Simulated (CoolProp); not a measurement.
A single-stage vapour-compression cycle with fluoroethane (R161): evaporating at 231.15 K (dew point), condensing at 257.15 K (bubble point), superheat 5 K, subcooling 8 K, compressor efficiency 0.75, no pressure losses. Each further row changes one setting.

Values from CoolProp's reference Helmholtz-energy equation of state, Wu 2012.

| case | cooling COP | pressure ratio | discharge temperature (K) | refrigerating effect (kJ/kg) | volumetric capacity (kJ/m³) |
|---|---|---|---|---|---|
| as stated | ___ | 3.02 | 294.8 | 399 | 826 |
| evaporating temperature 236.15 K | 8.08 | 2.39 | 287.7 | 404 | 1040 |
| condensing temperature 252.15 K | 7.90 | 2.49 | ___ | 409 | 847 |
| subcooling 13 K | 6.43 | 3.02 | 294.8 | 409 | 847 |
| superheat 15 K | ___ | 3.02 | 305.4 | ___ | ___ |
| compressor efficiency 0.65 | 5.44 | 3.02 | ___ | 399 | 826 |

**Question.** Fill in the missing entries.

**Answer.** 
- as stated, cooling COP: 6.28
- condensing temperature 252.15 K, discharge temperature (K): 284.4
- superheat 15 K, cooling COP: 6.18
- superheat 15 K, refrigerating effect (kJ/kg): 410
- superheat 15 K, volumetric capacity (kJ/m³): 812
- compressor efficiency 0.65, discharge temperature (K): 302.4
